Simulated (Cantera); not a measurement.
**Ignition delay**

Mixture: CH₄ : C₂H₆ : O₂ : N₂ = 1 : 0.047 : 1.2 : 3.13 (molar parts), equivalence ratio 1.8, at 7500 Torr, adiabatic and at constant pressure. Ignition delay is the time to a rise of 400 K.

Computed with Cantera and GRI-Mech 3.0 (53 species, 325 reactions).

| T0 (K) | delay (ms) |
|---|---|
| 1100 | 4.71 |
| 1175 | 2.04 |
| 1250 | 0.941 |
| 1325 | 0.448 |
| 1400 | 0.218 |

| Quantity | Result |
|---|---|
| apparent activation energy between 1250 and 1400 K | 140 kJ/mol |
